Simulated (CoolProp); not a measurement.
Ethylene along the isobar 170 kPa: fugacity coefficient from the reference equation and from simpler models built on Tc = 9.2 °C, pc = 5042 kPa, ω = 0.087; each cubic takes its own stable root.

Computed with CoolProp (reference Helmholtz-energy equation of state, Smukala 2000).

```
T (°C)    phase  reference
-------  ------  ---------
-135.85  liquid    0.05433
-113.75  liquid     0.3125
-91.65      gas     0.9566
-69.55      gas     0.9695
-47.45      gas     0.9777
-25.35      gas     0.9832
-3.25       gas     0.9870
18.85       gas     0.9898
40.95       gas     0.9919
63.05       gas     0.9934
```

Problem. How far does each simpler model (van der Waals, Soave-Redlich-Kwong, Peng-Robinson) lie from the reference over these 10 states: mean and median of the absolute difference, and the worst?

Solution. 
- van der Waals: mean 132.5 %, median 0.4 %, worst +1113.3 % at -135.85 °C and 170 kPa
- Soave-Redlich-Kwong: mean 0.3 %, median 0.0 %, worst -1.3 % at -135.85 °C and 170 kPa
- Peng-Robinson: mean 1.1 %, median 0.1 %, worst +7.0 % at -135.85 °C and 170 kPa

At some of these states van der Waals gives the other phase, because its saturation line lies elsewhere.
